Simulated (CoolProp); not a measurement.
Saturated liquid density (kg/m³) of n-pentane: the reference equation beside estimates from Tc = 196.5 °C, pc = 3368 kPa, ω = 0.251. Rackett uses Z = 0.29056 − 0.08775 ω.

Model: reference Helmholtz-energy equation of state, Thol 2019, in CoolProp.

```tsv
T (°C)	reference	Rackett	van der Waals	Redlich-Kwong	Peng-Robinson
-3.25	648.6	648.9	___	575.7	666.9
17.05	629.0	629.0	378.8	556.4	___
37.45	___	608.1	366.7	535.3	___
57.75	587.0	586.1	___	512.3	603.6
78.15	___	562.4	339.5	487.1	576.7
98.45	539.1	536.9	324.0	459.2	546.0
118.75	511.5	508.8	306.7	___	510.3
139.15	479.6	476.5	286.6	391.8	467.4
```

Task: Fill in the missing entries.

Result: 
- -3.25, van der Waals: 390.0
- 17.05, Peng-Robinson: 648.2
- 37.45, reference: 608.5
- 37.45, Peng-Robinson: 627.1
- 57.75, van der Waals: 353.7
- 78.15, reference: 564.0
- 118.75, Redlich-Kwong: 427.9

Absolute difference from the reference over all 8 rows, mean and median: Rackett 0.3 and 0.2 %, van der Waals 39.9 and 39.8 %, Redlich-Kwong 13.8 and 13.2 %, Peng-Robinson 2.3 and 2.7 %.
